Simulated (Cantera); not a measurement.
Feed: 1 mol AlCl3, 22 mol N2, 2.9 mol H2, held at 0.00133 bar.

Method: chemical equilibrium by Gibbs-energy minimisation in Cantera with the NASA 1993 tables (ideal gas, pure condensed phases). Candidate condensed phases: Al, AlCl3, AlN, NH4Cl; 20 gas species. Rates play no part.

Task: Which condensed phases are stable at each of these points (T (K)): 673, 773, 873, 973, 1073, 1173, 1273, 1373, 1473, 1573, 1673, 1773, 1873, 1973?

Result: 
| T (K) | condensed phases | Al condensed (%) |
|---|---|---|
| 673 | AlN(s) | 41.9 |
| 773 | AlN(s) | 38.8 |
| 873 | AlN(s) | 36.4 |
| 973 | AlN(s) | 34.6 |
| 1073 | AlN(s) | 33.1 |
| 1173 | AlN(s) | 31.8 |
| 1273 | AlN(s) | 29.5 |
| 1373 | AlN(s) | 18.9 |
| 1473 | gas only | 0.0 |
| 1573 | gas only | 0.0 |
| 1673 | gas only | 0.0 |
| 1773 | gas only | 0.0 |
| 1873 | gas only | 0.0 |
| 1973 | gas only | 0.0 |

From 673 K to 1373 K the condensed part is AlN(s). From 1473 K to 1973 K nothing is condensed.
